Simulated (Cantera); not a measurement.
A freely propagating, adiabatic, planar premixed flame of CH4 : O2 : N2 = 1 : 2.82 : 10.6 (molar parts), unburnt at 650 K and 0.987 atm; mixture-averaged transport, grid criteria slope 0.08 and curve 0.16, no radiation.

Detailed kinetics in Cantera: GRI-Mech 3.0 (53 species, 325 reactions). Burning velocities carry a grid error of a few per cent, more on coarse grids.

Q: Predict: laminar burning velocity; thermal thickness; peak x(C2H); peak x(OH); peak x(HO2).

A: 
| Quantity | Result |
|---|---|
| laminar burning velocity | 110 cm/s |
| thermal thickness | 0.382 mm |
| peak x(C2H) | 2.91e-8 |
| peak x(OH) | 0.00796 |
| peak x(HO2) | 0.000207 |
